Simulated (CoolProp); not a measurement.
Carbon monoxide along the isobar 4.25 MPa: Z from the reference equation and from simpler models built on Tc = 132.9 K, pc = 3.498 MPa, ω = 0.050; each cubic takes its own stable root.

Computed with CoolProp (reference Helmholtz-energy equation of state, Lemmon 2006). It is a short technical equation, of lower accuracy than the large ones.

```json
[
 {"T (K)": "84", "phase": "liquid", "reference": "0.2149", "van der Waals": "0.3099", "Soave-Redlich-Kwong": "0.2148"},
 {"T (K)": "104.3", "phase": "liquid", "reference": "0.1961", "van der Waals": "0.2791", "Soave-Redlich-Kwong": "…"},
 {"T (K)": "124.6", "phase": "liquid", "reference": "0.2019", "van der Waals": "0.2820", "Soave-Redlich-Kwong": "0.2165"},
 {"T (K)": "145", "phase": "supercritical", "reference": "0.5895", "van der Waals": "0.5654", "Soave-Redlich-Kwong": "…"},
 {"T (K)": "165.3", "phase": "supercritical", "reference": "…", "van der Waals": "0.7540", "Soave-Redlich-Kwong": "0.7825"},
 {"T (K)": "185.6", "phase": "supercritical", "reference": "0.8604", "van der Waals": "0.8352", "Soave-Redlich-Kwong": "0.8672"},
 {"T (K)": "205.9", "phase": "supercritical", "reference": "0.9086", "van der Waals": "0.8832", "Soave-Redlich-Kwong": "…"},
 {"T (K)": "226.2", "phase": "supercritical", "reference": "0.9395", "van der Waals": "0.9147", "Soave-Redlich-Kwong": "0.9475"},
 {"T (K)": "246.6", "phase": "supercritical", "reference": "0.9605", "van der Waals": "0.9369", "Soave-Redlich-Kwong": "0.9686"},
 {"T (K)": "266.9", "phase": "supercritical", "reference": "0.9753", "van der Waals": "0.9529", "Soave-Redlich-Kwong": "0.9831"},
 {"T (K)": "287.2", "phase": "supercritical", "reference": "0.9860", "van der Waals": "0.9648", "Soave-Redlich-Kwong": "0.9935"}
]
```

Problem. Complete the blanks.

Solution. 
- 104.3, Soave-Redlich-Kwong: 0.1992
- 145, Soave-Redlich-Kwong: 0.5929
- 165.3, reference: 0.7775
- 205.9, Soave-Redlich-Kwong: 0.9163
